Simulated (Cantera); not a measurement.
Input: 1 mol Cu₂O, 2.3 mol CH₄, 1.8 mol H₂, equilibrated at 1825 °C and 1 atm.

Equilibrium computed with Cantera from the NASA thermochemical tables; the gas is ideal and each condensed phase is pure. Candidate condensed phases: C, C₆H₆, C₇H₈, C₈H₁₈, Cu, CuO, Cu(OH)₂, Cu₂O, H₂O; 113 gas species. The numbers say what is thermodynamically allowed, not how fast it happens.

Base state: H₂ 0.852, CO 0.134, Cu 0.0101, H 0.00282, C₂H₂ (acetylene) 0.00122, CH₄ 0.000244, Cu₂ 5.73e-5, CH₃ 1.57e-5 (mole fractions); condensed: C(graphite) + Cu(l).

Question: What changes in the equilibrium state with this change: Cu₂O replaced by Fe₂O₃?

Answer: 
| species | before | after |
|---|---|---|
| H₂ | 0.852 | 0.658 |
| CO | 0.134 | 0.258 |
| H₂O | 9.33e-6 | 0.0743 |
| Cu | 0.0101 | 0 |
| Fe | 0 | 0.00102 |
| C₂H₂ (acetylene) | 0.00122 | <1e-9 |
| Cu₂ | 5.73e-5 | 0 |
| CO₂ | 2.96e-7 | 0.00590 |
| Fe(OH)₂ | 0 | 1.06e-5 |
| C(graphite), mol | 1.28 | 0 |
| Cu(l), mol | 1.92 | 0 |
| Fe(l), mol | 0 | 1.99 |
Further candidate phases: Fe, Fe(CO)₅, FeO, Fe(OH)₂, Fe(OH)₃, Fe₂O₃, Fe₃O₄.
